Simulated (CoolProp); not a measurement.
R134a at 298.15 K and 0.193 MPa is compressed adiabatically to 1.54 MPa with isentropic efficiency 0.85. Each further row changes one setting.

Computed with CoolProp (reference Helmholtz-energy equation of state, Tillner-Roth 1994).

```json
[
 {"case": "as stated", "work (kJ/kg)": "60.6", "final temperature (K)": "379.2", "final density (kg/m³)": "___"},
 {"case": "efficiency 1", "work (kJ/kg)": "___", "final temperature (K)": "371.0", "final density (kg/m³)": "60.3"},
 {"case": "efficiency 0.65", "work (kJ/kg)": "79.2", "final temperature (K)": "___", "final density (kg/m³)": "54.1"}
]
```

Q: What belongs in the gaps?

A: 
- as stated, final density (kg/m³): 58.0
- efficiency 1, work (kJ/kg): 51.5
- efficiency 0.65, final temperature (K): 396.1
